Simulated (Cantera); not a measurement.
A perfectly stirred reactor is fed with H2 : O2 : N2 = 0.051 : 1 : 0.31 (molar parts), at 25.5 Torr; it is held at 1173 K, and followed from long to short residence time.

Model: the H2/O2 subset of GRI-Mech 3.0, which has no nitrogen chemistry, integrated in Cantera. Radical loss at walls, strong at low pressure, is not modelled. The temperature is held fixed by assumption; the heat of reaction is taken as removed at once.

### Question
What does this change do: 0.047 parts H2O added?

### Answer
```json
[
 {"quantity": "x(H2) at τ = 5.30 s", "before": "3.72e-5", "after": "3.77e-5"},
 {"quantity": "x(O2) at τ = 5.30 s", "before": "0.729", "after": "0.705"},
 {"quantity": "x(HO2) at τ = 5.30 s", "before": "8.72e-7", "after": "9.61e-7"},
 {"quantity": "x(H2O) at τ = 5.30 s", "before": "0.0380", "after": "0.0707"},
 {"quantity": "x(H2O2) at τ = 5.30 s", "before": "6.46e-8", "after": "8.85e-8"},
 {"quantity": "x(H2) at τ = 25.0 ms", "before": "0.000861", "after": "0.000973"},
 {"quantity": "x(O2) at τ = 25.0 ms", "before": "0.723", "after": "0.700"},
 {"quantity": "x(HO2) at τ = 25.0 ms", "before": "5.40e-6", "after": "6.93e-6"},
 {"quantity": "x(H2O) at τ = 25.0 ms", "before": "0.0357", "after": "0.0683"},
 {"quantity": "x(H2O2) at τ = 25.0 ms", "before": "2.06e-7", "after": "3.16e-7"}
]
```

### Question
What does this change do: temperature 1173 to 1423 K?

### Answer
| quantity | before | after |
|---|---|---|
| x(H2) at τ = 5.30 s | 3.72e-5 | 2.16e-5 |
| x(O2) at τ = 5.30 s | 0.729 | 0.729 |
| x(HO2) at τ = 5.30 s | 8.72e-7 | 3.71e-7 |
| x(H2O) at τ = 5.30 s | 0.0380 | 0.0378 |
| x(H2O2) at τ = 5.30 s | 6.46e-8 | 1.66e-8 |
| x(H2) at τ = 25.0 ms | 0.000861 | 0.000500 |
| x(O2) at τ = 25.0 ms | 0.723 | 0.716 |
| x(HO2) at τ = 25.0 ms | 5.40e-6 | 2.52e-6 |
| x(H2O) at τ = 25.0 ms | 0.0357 | 0.0348 |
| x(H2O2) at τ = 25.0 ms | 2.06e-7 | 7.47e-8 |
